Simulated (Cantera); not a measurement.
Charge: 1 mol Ca(OH)2, 2.8 mol H2, held at 1975 °C and 0.260 bar.

Method: chemical equilibrium by Gibbs-energy minimisation in Cantera with the NASA 1993 tables (ideal gas, pure condensed phases). Candidate condensed phases: Ca, CaO, Ca(OH)2, H2O; 14 gas species. Kinetics and transport are ignored.

Base state: H2 0.726, H2O 0.261, H 0.0123, OH 0.000660, Ca(OH)2 0.000147, CaOH 0.000105, Ca 4.10e-5 (mole fractions); condensed: CaO(s).

Task: What changes in the equilibrium state with this change: H2 from 2.8 to 0.16 mol?

Result: 
```
species        before     after
-----------  --------  --------
H2O             0.261     0.851
H2              0.726     0.138
H              0.0123   0.00535
Ca(OH)2      0.000147  0.000479
O2            1.16e-6  0.000344
Ca            4.10e-5   2.38e-6
O             7.70e-6  0.000133
CaO(s), mol     0.999     0.999
```
